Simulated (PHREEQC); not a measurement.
Buffer: speciation

Make-up at 20 °C: 2 mmol/kgw H3PO4 and 12 mmol/kgw KOH. Closed to the air; pH follows from the charge balance.

Equilibrium calculation in PHREEQC: ion-association model, phreeqc.dat.

```yaml
pH: 11.96
ionic_strength: 0.0156 mol/kgw
specific_conductance: 2080 µS/cm
total_alkalinity: 10.0 meq/kg
```

| species | molality | activity | log γ |
|---|---|---|---|
| K+ | 0.0120 | 0.0106 | -0.055 |
| OH- | 0.00717 | 0.00632 | -0.055 |
| HPO4-2 | 0.00116 | 0.000714 | -0.210 |
| PO4-3 | 0.000827 | 0.000268 | -0.489 |
| KHPO4- | 1.65e-5 | 1.47e-5 | -0.052 |
| H2PO4- | 1.44e-8 | 1.28e-8 | -0.052 |

Precipitation was switched off in this run.
